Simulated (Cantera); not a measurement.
An isothermal, constant-pressure homogeneous reactor starts with CH₄ : N₂ = 1 : 5.2 (molar parts), at 1550 K and 1.50 Torr. Integrator tolerance rtol = 1e-08.

Detailed kinetics in Cantera: GRI-Mech 3.0 (53 species, 325 reactions). GRI-Mech 3.0 stops at C3 and has no aromatics, soot or wall deposition, so with more carbon than oxygen in the feed, carbon stays in small species such as C2H2 where larger ones or solid carbon would form. Radical loss at walls, strong at low pressure, is not modelled.

### Question
What does this change do: pressure from 1.50 Torr to 10.00 Torr?

### Answer
| quantity | before | after |
|---|---|---|
| x(CH₄) at 20.0 s | 0.0266 (gas-phase equilibrium 1.69e-5) | 0.00698 (gas-phase equilibrium 0.000113) |
| x(CH₂) at 20.0 s | 1.64e-7 (gas-phase equilibrium 7.32e-10) | 3.00e-8 (gas-phase equilibrium 7.31e-10) |
| x(HCN) at 20.0 s | 3.83e-7 (gas-phase equilibrium 0.0758) | 5.48e-7 (gas-phase equilibrium 0.0758) |
| x(C₂H₂) at 20.0 s | 0.0576 (gas-phase equilibrium 0.0315) | 0.0664 (gas-phase equilibrium 0.0315) |
| x(H₂) at 20.0 s | 0.173 (gas-phase equilibrium 0.208) | 0.199 (gas-phase equilibrium 0.208) |
| x(C₂H₆) at 20.0 s | 2.08e-6 (gas-phase equilibrium 5.67e-12) | 3.95e-7 (gas-phase equilibrium 2.51e-10) |
| x(CH₃) at 20.0 s | 0.000330 (gas-phase equilibrium 5.34e-7) | 7.02e-5 (gas-phase equilibrium 1.38e-6) |

### Question
What does this change do: temperature 1550 to 1600 K?

### Answer
| quantity | before | after |
|---|---|---|
| x(CH₄) at 20.0 s | 0.0266 (gas-phase equilibrium 1.69e-5) | 0.00936 (gas-phase equilibrium 1.02e-5) |
| x(CH₂) at 20.0 s | 1.64e-7 (gas-phase equilibrium 7.32e-10) | 2.30e-7 (gas-phase equilibrium 1.40e-9) |
| x(HCN) at 20.0 s | 3.83e-7 (gas-phase equilibrium 0.0758) | 1.51e-6 (gas-phase equilibrium 0.0776) |
| x(C₂H₂) at 20.0 s | 0.0576 (gas-phase equilibrium 0.0315) | 0.0653 (gas-phase equilibrium 0.0306) |
| x(H₂) at 20.0 s | 0.173 (gas-phase equilibrium 0.208) | 0.196 (gas-phase equilibrium 0.208) |
| x(C₂H₆) at 20.0 s | 2.08e-6 (gas-phase equilibrium 5.67e-12) | 4.02e-7 (gas-phase equilibrium 2.47e-12) |
| x(CH₃) at 20.0 s | 0.000330 (gas-phase equilibrium 5.34e-7) | 0.000223 (gas-phase equilibrium 5.58e-7) |
